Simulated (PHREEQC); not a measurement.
PHREEQC input (ion-association model, wateq4f.dat):

```
SOLUTION_MASTER_SPECIES
  An  An-  0  An  62.0  # stands for a non-complexing anion
SOLUTION_SPECIES
  An- = An-
    -log_k 0
    -gamma 3.0 0
PHASES
  Fix_H+
    H+ = H+
    -log_k 0
SOLUTION 1
  temp 25
  units mmol/kgw
  pH 7 charge
  Se(6) 0.007
  Na 300.014
  An 300
END
SELECTED_OUTPUT 1
  -reset false
  -pH true
  -pe true
  -ionic_strength true
  -water true
  -totals Na Se Se(-2) Se(4) Se(6)
  -molalities Hfo_wOH Hfo_wOH2+ Hfo_wO- Hfo_sOH Hfo_sOH2+ Hfo_sO- Hfo_wSeO4- Hfo_wOHSeO4-2
USER_PUNCH 1
  -headings sigma psi
  10 PUNCH EDL("sigma", "Hfo"), EDL("psi", "Hfo")
PRINT
  -reset false
USE solution 1
SURFACE 1
  Hfo_wOH 0.0021573 600 0.96
  Hfo_sOH 5.39326e-05
EQUILIBRIUM_PHASES 1
  Fix_H+ -4 HAn 10
    -force_equality true
  O2(g) -0.68 10
END
# ... the last block is repeated for the other 12 points of pH, with NaOH or the acid as the point needs
```

Selected output (columns that matter, 13 of 13 rows; pH added in front):

```
pH	mu	Na	Se	m_Hfo_wOH	m_Hfo_wOH2+	m_Hfo_wO-	m_Hfo_sOH	m_Hfo_sOH2+	m_Hfo_sO-	m_Hfo_wSeO4-	m_Hfo_wOHSeO4-2	sigma	psi
4	0.30118	0.30001	2.6066e-07	0.00012281	0.0020276	1.7042e-07	3.08e-06	5.0848e-05	4.2738e-09	5.9255e-06	8.1381e-07	0.34689	0.12259
4.5	0.301	0.30001	3.3618e-07	0.00029674	0.0018528	1.0887e-06	7.4414e-06	4.6464e-05	2.7302e-08	4.8886e-06	1.7752e-06	0.31657	0.11799
5	0.30083	0.30001	5.5047e-07	0.00057382	0.0015722	4.7977e-06	1.4389e-05	3.9424e-05	1.203e-07	3.5291e-06	2.9205e-06	0.2676	0.10957
5.5	0.30064	0.30001	1.1336e-06	0.00089373	0.001243	1.4721e-05	2.2404e-05	3.1159e-05	3.6904e-07	2.2303e-06	3.6361e-06	0.20933	0.097415
6	0.30047	0.30001	2.5206e-06	0.0011837	0.00093474	3.4341e-05	2.9655e-05	2.3417e-05	8.6032e-07	1.157e-06	3.3223e-06	0.15331	0.082378
6.5	0.30033	0.30001	4.6666e-06	0.0014049	0.00068393	6.6114e-05	3.5161e-05	1.7117e-05	1.6546e-06	4.1242e-07	1.9209e-06	0.10538	0.065228
7	0.30022	0.30001	6.2549e-06	0.0015488	0.00049723	0.00011052	3.8734e-05	1.2435e-05	2.764e-06	9.2411e-08	6.5269e-07	0.066168	0.046345
7.5	0.30012	0.30001	6.8311e-06	0.0016265	0.00036434	0.00016633	4.0665e-05	9.1092e-06	4.1587e-06	1.5189e-08	1.5375e-07	0.033946	0.026013
8	0.30004	0.30001	6.9674e-06	0.0016551	0.0002684	0.0002338	4.1377e-05	6.7101e-06	5.8452e-06	2.1777e-09	3.045e-08	0.0059298	0.0047346
8.5	0.30009	0.30015	6.994e-06	0.0016443	0.00019447	0.00031851	4.1108e-05	4.8617e-06	7.9628e-06	2.978e-10	5.7096e-09	-0.021301	-0.016733
9	0.30019	0.30033	6.9988e-06	0.0015906	0.00013392	0.00043278	3.9765e-05	3.348e-06	1.082e-05	4.0491e-11	1.0905e-09	-0.051319	-0.037581
9.5	0.30033	0.30058	6.9997e-06	0.0014796	8.457e-05	0.00059306	3.6991e-05	2.1143e-06	1.4827e-05	5.5491e-12	2.2014e-10	-0.087315	-0.057207
10	0.30056	0.30094	6.9999e-06	0.001296	4.7272e-05	0.00081399	3.24e-05	1.1818e-06	2.035e-05	7.6158e-13	4.7344e-11	-0.13166	-0.075246
```
